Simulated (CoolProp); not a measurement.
The fluid at 298.15 K and 0.301 MPa flows at 0.07 m/s in a round tube of 20 mm bore and 45 µm roughness, fully developed (64/Re and Nu = 3.66 if laminar; Colebrook and Gnielinski if turbulent). The same conditions are run with several fluids, on thermodynamics alone (safety and materials aside).

Model: reference Helmholtz-energy equation of state of each fluid (sulfur hexafluoride: Guder 2009; R410A: Lemmon 2003; ethane: Bücker 2006; R13: Platzer 1990; normal hydrogen: Leachman 2009), in CoolProp. The equations of Platzer and Polt are older, rougher fits. Blends and air are pseudo-pure fits.

Problem. Rank sulfur hexafluoride, R410A, ethane, R13, normal hydrogen by Reynolds number, highest first.

Solution. sulfur hexafluoride (1680), R13 (1270), R410A (993), ethane (556), normal hydrogen (38.4)

| fluid | Darcy friction factor | pressure drop (Pa/m) | heat-transfer coefficient (W/(m² K)) | mass flow (kg/h) |
|---|---|---|---|---|
| sulfur hexafluoride | 0.0380 | 0.0854 | 2.39 | 1.45 |
| R410A | 0.0645 | 0.0725 | 2.48 | 0.727 |
| ethane | 0.115 | 0.0526 | 3.87 | 0.296 |
| R13 | 0.0504 | 0.0805 | 2.27 | 1.03 |
| normal hydrogen | 1.67 | 0.0498 | 34.1 | 0.0193 |

Transport values come from each fluid's own correlations; those of R13 are estimates that may be off by 10 % or more.
